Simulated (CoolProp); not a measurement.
Vapour-liquid equilibrium of R1234ze(E) (1) + R227EA (2) at 0.143 MPa; x and y are mole fractions of (1).

Computed with CoolProp (multi-fluid Helmholtz-energy mixture model, Thol 2016 and Lemmon 2016; pair parameters Bell 2023).

```
x      bubble temperature, mixture model (K)  bubble temperature, Raoult's law (K)  y, mixture model  y, Raoult's law
-----  -------------------------------------  ------------------------------------  ----------------  ---------------
0.05                                   264.9                                 264.9             0.058            0.055
0.125                                  264.5                                 264.7             0.143            0.137
0.2                                    264.2                                 264.5             0.225            0.218
0.275                                  263.9                                 264.3             0.304            0.297
0.35                                   263.6                                 264.1             0.380            0.375
0.425                                  263.4                                 263.9             0.455            0.452
0.5                                    263.2                                 263.7             0.527            0.527
0.575                                  263.0                                 263.5             0.598            0.601
0.65                                   262.8                                 263.3             0.669            0.674
0.725                                  262.7                                 263.1             0.738            0.746
0.8                                    262.6                                 262.9             0.808            0.817
0.875                                  262.5                                 262.7             0.879            0.886
0.95                                   262.4                                 262.5             0.951            0.955
```

The largest gap from Raoult's law is -0.5 K in bubble temperature, at x = 0.5. No azeotrope shows between x = 0.05 and 0.95.

The pair parameters rest on a limited set of measurements; away from them the model extrapolates.
